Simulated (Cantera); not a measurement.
A freely propagating, adiabatic, planar premixed flame of CH4 : C2H6 : C3H8 : O2 : N2 = 1 : 0.44 : 0.42 : 6.2 : 23.3 (molar parts), unburnt at 700 K and 1.68 atm; unity-Lewis-number transport, grid criteria slope 0.08 and curve 0.16, no radiation.

Model: GRI-Mech 3.0 (53 species, 325 reactions), integrated in Cantera. GRI-Mech 3.0 was tuned for natural gas; its chemistry of propane as a main component is partial and can be far from experiment. Unity Lewis numbers drop preferential diffusion, which matters most where H2 and H carry the flame. Burning velocities carry a grid error of a few per cent, more on coarse grids.

### Question
Predict: laminar burning velocity; thermal thickness; peak x(C2H2); peak x(C2H); peak x(H2).

### Answer
| Quantity | Result |
|---|---|
| laminar burning velocity | 126 cm/s |
| thermal thickness | 0.197 mm |
| peak x(C2H2) | 0.000509 |
| peak x(C2H) | 1.49e-6 |
| peak x(H2) | 0.0179 |
